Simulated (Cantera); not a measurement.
A closed system holds: 1 mol SiH4, 0.28 mol N2O, held at 600 K and 0.100 bar.

Cantera equilibrium calculation (NASA polynomials, part measured and part estimated; ideal gas, pure solids and liquids). Candidate condensed phases: H2O, Si, SiO2, Si2N2O, Si3N4; 35 gas species. Rates play no part.

Base state: H2 1.00 (mole fractions); condensed: Si(s) + Si2N2O(s).

### Question
What changes in the equilibrium state with this change: temperature from 600 K to 1973.15 K?

### Answer
```csv
species,before,after
H2,1.00,0.778
SiO,<1e-9,0.109
N2,<1e-9,0.109
H,<1e-9,0.00377
Si,<1e-9,0.000316
SiH2,<1e-9,7.07e-5
"Si(s), mol",0.440,0
"Si2N2O(s), mol",0.280,0
"Si(l), mol",0,0.719
```
Gases not in the tables: Si2H6 and higher silanes.

### Question
What changes in the equilibrium state with this change: N2O from 0.28 to 32 mol?

### Answer
| species | before | after |
|---|---|---|
| N2 | <1e-9 | 0.667 |
| O2 | <1e-9 | 0.292 |
| H2O | <1e-9 | 0.0417 |
| H2 | 1.00 | <1e-9 |
| Si(s), mol | 0.440 | 0 |
| Si2N2O(s), mol | 0.280 | 0 |
| SiO2(α-quartz), mol | 0 | 1.00 |

### Question
What changes in the equilibrium state with this change: temperature from 600 K to 2075 K?

### Answer
```json
[
 {"species": "H2", "before": "1.00", "after": "0.774"},
 {"species": "SiO", "before": "<1e-9", "after": "0.109"},
 {"species": "N2", "before": "<1e-9", "after": "0.109"},
 {"species": "H", "before": "<1e-9", "after": "0.00741"},
 {"species": "Si", "before": "<1e-9", "after": "0.00102"},
 {"species": "SiH", "before": "<1e-9", "after": "0.000162"},
 {"species": "SiH2", "before": "<1e-9", "after": "0.000124"},
 {"species": "Si(s), mol", "before": "0.440", "after": "0"},
 {"species": "Si2N2O(s), mol", "before": "0.280", "after": "0"},
 {"species": "Si(l), mol", "before": "0", "after": "0.716"}
]
```
The tables' values for SiN are old estimates; treat these amounts as uncertain. Gases not in the tables: Si2H6 and higher silanes.
